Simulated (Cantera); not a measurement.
Charge: 1 mol Si3N4, 0.096 mol O2, 5.2 mol N2, held at 1227 °C.

These are equilibrium values from Cantera (NASA tables, ideal gas, pure condensed phases), not measurements of a reactor. Candidate condensed phases: Si, SiO2, Si2N2O, Si3N4; 16 gas species. Mutual solubility and eutectic melting of coexisting phases are not modelled. The tables' values for SiN are old estimates; treat these amounts as uncertain. The numbers say what is thermodynamically allowed, not how fast it happens.

x: gas mole fraction; n: condensed amount in mol.

| P (Pa) | x N2 | x SiO | x Si | x Si2N | n Si(s) | n Si2N2O(s) | n Si3N4(s) |
|---|---|---|---|---|---|---|---|
| 0.100 | 0.964 | 0.0257 | 0.0105 | (withheld) | 2.73 | 0 | 0 |
| 1 | 0.973 | 0.0259 | 0.00105 | (withheld) | 2.80 | 0 | 0 |
| 10 | 0.993 | 0.00676 | 6.43e-5 | (withheld) | 0 | 0.156 | 0.884 |
| 100 | 1.000 | 0.000313 | 1.38e-6 | (withheld) | 0 | 0.190 | 0.873 |
| 1000 | 1.000 | 1.45e-5 | 2.97e-8 | (withheld) | 0 | 0.192 | 0.872 |
| 10000 | 1.000 | 6.75e-7 | 6.40e-10 | (withheld) | 0 | 0.192 | 0.872 |
| 100000 | 1.00 | 3.13e-8 | 1.38e-11 | <1e-12 | 0 | 0.192 | 0.872 |
| 1000000 | 1.00 | 1.45e-9 | <1e-12 | <1e-12 | 0 | 0.192 | 0.872 |

Task: Fill in the missing entries.

Result: 
- 0.100, x Si2N: 1.99e-5
- 1, x Si2N: 6.34e-6
- 10, x Si2N: 7.55e-7
- 100, x Si2N: 1.10e-8
- 1000, x Si2N: 1.62e-10
- 10000, x Si2N: 2.37e-12
